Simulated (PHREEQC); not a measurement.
3.7 g of hydrous ferric oxide (600 m²/g; 0.2 weak and 0.005 strong sites per Fe, Dzombak-Morel constants, diffuse double layer) in 1 kg of water with 0.1 mol/kgw of an inert sodium salt and 1.7 mmol/kgw ZnCl2 and 0.08 mmol/kgw PbCl2, at 25 °C; the pH is set by adding NaOH or the inert anion's acid. O2 is buffered at 0.21 atm. CO2 from the air is kept out. No solid was allowed to form.

The series has 17 steps of pH, from 3 to 9.

Model: ion-association model, wateq4f.dat, run in PHREEQC.

### Question
Near which pH is half of the Zn sorbed, and on which side is more sorbed?

### Answer
Near pH 6.2, with more sorbed at higher pH.

### Question
Near which pH is half of the Pb sorbed, and on which side is more sorbed?

### Answer
Near pH 3.5, with more sorbed at higher pH.

### Question
At which pH does the surface charge pass through zero?

### Answer
Near pH 8.6.

The oxide is taken as insoluble; below pH 4 it would dissolve.
